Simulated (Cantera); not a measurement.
Feed: 1 mol SiHCl₃, 0.082 mol C₂H₄, 8 mol H₂, held at 63.0 mbar.

Cantera equilibrium calculation (NASA polynomials, part measured and part estimated; ideal gas, pure solids and liquids). Candidate condensed phases: C, C₆H₆, C₇H₈, C₈H₁₈, Si, SiC; 109 gas species. Mutual solubility and eutectic melting of coexisting phases are not modelled. Gases not in the tables: Si₂H₆ and higher silanes. The numbers say what is thermodynamically allowed, not how fast it happens.

Q: What share of the Si ends up in condensed phases as a function of T (K), at 1148, 1198, 1248, 1298, 1348, 1398, 1448, 1498, 1548, 1598, 1648, 1698?

A: 
```tsv
T (K)	Si condensed (%)	as
1148	29.4	Si(s) + SiC(s)
1198	30.3	Si(s) + SiC(s)
1248	30.2	Si(s) + SiC(s)
1298	29.0	Si(s) + SiC(s)
1348	27.0	Si(s) + SiC(s)
1398	24.8	Si(s) + SiC(s)
1448	22.9	Si(s) + SiC(s)
1498	21.3	Si(s) + SiC(s)
1548	20.1	Si(s) + SiC(s)
1598	19.1	Si(s) + SiC(s)
1648	18.2	Si(s) + SiC(s)
1698	17.8	Si(l) + SiC(s)
```
